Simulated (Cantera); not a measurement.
A perfectly stirred reactor is fed with CH4 : O2 : N2 = 1 : 1.43 : 8.86 (molar parts), at 1.00 bar; it is adiabatic with a 625 K inlet, and is followed from long to short residence time, starting on the burning branch (τ in s: 0.048, 0.023, 0.011, 0.0052, 0.0025, 0.0012, 0.00057, 0.00027, 0.00013, 6.1e-05, 2.9e-05, 1.4e-05, 6.6e-06).

Detailed kinetics in Cantera: GRI-Mech 3.0 (53 species, 325 reactions).

**Question.** What does this change do: CH4 1 to 0.7 parts?

**Answer.** 
```csv
quantity,before,after
"blow-out, bracketed by the residence times tried","burning at 2.50 ms, out at 1.20 ms","burning at 0.270 ms, out at 0.130 ms"
x(CH4) at τ = 48.0 ms,0.00201,1.08e-5
x(O2) at τ = 48.0 ms,0.000892,0.00611
x(NO2) at τ = 48.0 ms,3.55e-10,3.07e-8
x(NO) at τ = 48.0 ms,2.22e-5,0.000176
x(HCN) at τ = 48.0 ms,5.31e-5,3.69e-7
x(CH4) at τ = 0.570 ms,0.0886,0.000283
x(O2) at τ = 0.570 ms,0.127,0.0158
x(NO2) at τ = 0.570 ms,<1e-12,6.23e-9
x(NO) at τ = 0.570 ms,<1e-12,4.67e-5
x(HCN) at τ = 0.570 ms,<1e-12,1.38e-6
```

**Question.** What does this change do: 0.11 parts H2 added?

**Answer.** 
```json
[
 {"quantity": "blow-out, bracketed by the residence times tried", "before": "burning at 2.50 ms, out at 1.20 ms", "after": "burning at 2.50 ms, out at 1.20 ms"},
 {"quantity": "x(CH4) at τ = 48.0 ms", "before": "0.00201", "after": "0.00249"},
 {"quantity": "x(O2) at τ = 48.0 ms", "before": "0.000892", "after": "0.000942"},
 {"quantity": "x(NO2) at τ = 48.0 ms", "before": "3.55e-10", "after": "2.74e-10"},
 {"quantity": "x(NO) at τ = 48.0 ms", "before": "2.22e-5", "after": "1.58e-5"},
 {"quantity": "x(HCN) at τ = 48.0 ms", "before": "5.31e-5", "after": "4.54e-5"},
 {"quantity": "x(CH4) at τ = 0.570 ms", "before": "0.0886", "after": "0.0877"},
 {"quantity": "x(O2) at τ = 0.570 ms", "before": "0.127", "after": "0.125"},
 {"quantity": "x(NO2) at τ = 0.570 ms", "before": "<1e-12", "after": "<1e-12"},
 {"quantity": "x(NO) at τ = 0.570 ms", "before": "<1e-12", "after": "<1e-12"},
 {"quantity": "x(HCN) at τ = 0.570 ms", "before": "<1e-12", "after": "<1e-12"}
]
```
